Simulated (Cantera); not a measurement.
Gas mixture: 40.8 % CH4, 13.6 % CO, 45.6 % H2O, at 10.00 Torr, frozen composition.

Cantera's kinetic-theory transport with the Lennard-Jones parameters of GRI-Mech 3.0, ideal gas; thermal conductivity in the multicomponent form. Polar gases are described roughly by these parameters.

One state of this run: ρ (kg/m³) = 0.00331; cp (J/kg/K) = 2733; μ (µPa s) = 30.7; λ (mW/m/K) = 121; Pr = 0.694; D (cm²/s) O = 182; D (cm²/s) H = 657; D (cm²/s) CO2 = 95.3. D: mixture-averaged diffusion coefficient of that species in the mixture.

Problem. Which value of T (K) does it belong to?
A) 900
B) 400
C) 600
D) 800

Solution. A, 900
